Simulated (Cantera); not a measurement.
An isothermal, constant-pressure homogeneous reactor starts with 1.48 % H2, 98.5 % O2, equivalence ratio 0.0075, at 1300 K and 2.93 Torr.

Computed with Cantera and the H2/O2 subset of GRI-Mech 3.0, which has no nitrogen chemistry. Radical loss at walls, strong at low pressure, is not modelled.

One state of this run: x H2 = 8.80e-5; x O2 = 0.971; x H = 0.000748; x O = 0.0126; x H2O = 0.0136. x: mole fraction; the columns are a selection and need not sum to one.

Which value of t (s) does it belong to?
A. 2.00
B. 0.0330
C. 9.00e-6
D. 0.000545

B, 0.0330
